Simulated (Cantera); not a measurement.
An isothermal, constant-pressure homogeneous reactor starts with 47.6 % NO, 52.4 % N2, at 1925 K and 20.0 Torr.

Computed with Cantera and GRI-Mech 3.0 (53 species, 325 reactions). Radical loss at walls, strong at low pressure, is not modelled.

x: mole fraction; the columns are a selection and need not sum to one.

```tsv
t (s)	x NO	x O2	x O	x N2	x N2O	x NO2
1.00e-5	0.476	2.64e-12	3.99e-8	0.524	3.99e-8	6.54e-12
3.03e-5	0.476	2.50e-11	1.21e-7	0.524	1.21e-7	6.18e-11
9.20e-5	0.476	2.24e-10	___	0.524	___	5.52e-10
0.000279	0.476	2.05e-9	1.11e-6	0.524	1.11e-6	4.99e-9
0.000847	0.476	1.91e-8	3.39e-6	0.524	3.32e-6	4.43e-8
0.00257	0.476	___	___	0.524	___	___
0.00779	0.476	1.79e-6	3.27e-5	0.524	2.67e-5	2.41e-6
0.0236	0.476	2.21e-5	0.000104	0.524	6.02e-5	1.02e-5
0.0717	0.475	0.000241	0.000224	0.524	8.62e-5	1.95e-5
0.217	0.473	0.00124	0.000257	0.525	8.62e-5	2.24e-5
0.659	0.467	0.00439	0.000289	0.528	8.24e-5	2.72e-5
2.00	0.447	0.0145	0.000371	0.538	7.22e-5	3.86e-5
```

Problem. Complete the blanks.

Solution. 
- 9.20e-5, x O: 3.67e-7
- 9.20e-5, x N2O: 3.66e-7
- 0.00257, x O2: 1.78e-7
- 0.00257, x O: 1.04e-5
- 0.00257, x N2O: 9.74e-6
- 0.00257, x NO2: 3.61e-7
